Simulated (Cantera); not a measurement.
## Thermodynamics of silicon epitaxy and polysilicon growth, feed SiH4 + HCl + H2

Charge: 1 mol SiH4, 0.97 mol HCl, 420 mol H2, equilibrated at 0.0540 bar.

Equilibrium computed with Cantera from the NASA thermochemical tables; the gas is ideal and each condensed phase is pure. Candidate condensed phases: Si; 19 gas species. Gases not in the tables: Si2H6 and higher silanes. Rates play no part.

| T (K) | x H2 | x HCl | x H | x Si | x SiH2 | n Si(s) | n Si(l) |
|---|---|---|---|---|---|---|---|
| 1223 | 0.998 | 0.00227 | 1.29e-6 | 5.96e-11 | 1.87e-8 | 0.994 | 0 |
| 1273 | 0.998 | 0.00227 | 3.07e-6 | 3.34e-10 | 4.75e-8 | 0.994 | 0 |
| 1323 | 0.998 | 0.00226 | 6.82e-6 | 1.64e-9 | 1.12e-7 | 0.994 | 0 |
| 1373 | 0.998 | 0.00226 | 1.43e-5 | 7.18e-9 | 2.50e-7 | 0.994 | 0 |
| 1423 | 0.998 | 0.00226 | 2.86e-5 | 2.83e-8 | 5.25e-7 | 0.993 | 0 |
| 1473 | 0.998 | 0.00226 | 5.44e-5 | 1.01e-7 | 1.05e-6 | 0.993 | 0 |
| 1523 | 0.998 | 0.00226 | 9.93e-5 | 3.34e-7 | 2.00e-6 | 0.992 | 0 |
| 1573 | 0.998 | 0.00226 | 0.000175 | 1.02e-6 | 3.66e-6 | 0.990 | 0 |
| 1623 | 0.997 | 0.00226 | 0.000297 | 2.90e-6 | 6.45e-6 | 0.988 | 0 |
| 1673 | 0.997 | 0.00225 | 0.000489 | 7.74e-6 | 1.10e-5 | 0.983 | 0 |
| 1723 | 0.997 | 0.00225 | 0.000784 | 1.82e-5 | 1.69e-5 | 0 | 0.974 |
| 1773 | 0.996 | 0.00225 | 0.00122 | 3.94e-5 | 2.46e-5 | 0 | 0.960 |
x: gas mole fraction; n: condensed amount in mol.

From 1223 K to 1673 K the condensed part is Si(s). From 1723 K to 1773 K the condensed part is Si(l). The main Si-bearing gas is SiCl2 at 1223 K and Si at 1773 K.
